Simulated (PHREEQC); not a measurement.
# Brine: speciation

Solution (20 °C): 0.91 mol/kgw LiCl, 0.051 mol/kgw BaCl2 and 2.3 mol/kgw MgBr2. Closed to the air; pH follows from the charge balance.

All values are PHREEQC results (Pitzer model, pitzer.dat), not measurements.

Precipitation was switched off in this run.

Estimate the activity of water, osmotic coefficient.

activity of water 0.719; osmotic coefficient 2.064.
